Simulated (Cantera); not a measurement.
A perfectly stirred reactor is fed with 7.58 % CH4, 25.7 % O2, 66.7 % N2, equivalence ratio 0.59, at 11.0 bar; it is adiabatic with a 675 K inlet, and is followed from long to short residence time, starting on the burning branch (τ in s: 0.052, 0.03, 0.017, 0.0097, 0.0056, 0.0032, 0.0018, 0.001, 0.00059, 0.00034, 0.00019, 0.00011, 6.2e-05).

Model: GRI-Mech 3.0 (53 species, 325 reactions), integrated in Cantera.

### Question
Predict: blow-out, bracketed by the residence times tried; x(CH4) at τ = 52.0 ms; x(O2) at τ = 52.0 ms; x(HO2) at τ = 52.0 ms; x(H2) at τ = 52.0 ms; x(CH4) at τ = 1.80 ms; x(O2) at τ = 1.80 ms; x(HO2) at τ = 1.80 ms; x(CH2CO) at τ = 1.80 ms; x(H2) at τ = 1.80 ms.

### Answer
```json
{
 "blow_out_bracketed_by_the_residence_times_tried": "burning at 62.0 µs, the shortest tried",
 "x(CH4) at τ = 52.0 ms": "6.55e-7",
 "x(O2) at τ = 52.0 ms": "0.102",
 "x(HO2) at τ = 52.0 ms": "8.70e-6",
 "x(H2) at τ = 52.0 ms": "0.000205",
 "x(CH4) at τ = 1.80 ms": "1.67e-5",
 "x(O2) at τ = 1.80 ms": "0.105",
 "x(HO2) at τ = 1.80 ms": "9.84e-6",
 "x(CH2CO) at τ = 1.80 ms": "1.89e-9",
 "x(H2) at τ = 1.80 ms": "0.000269"
}
```
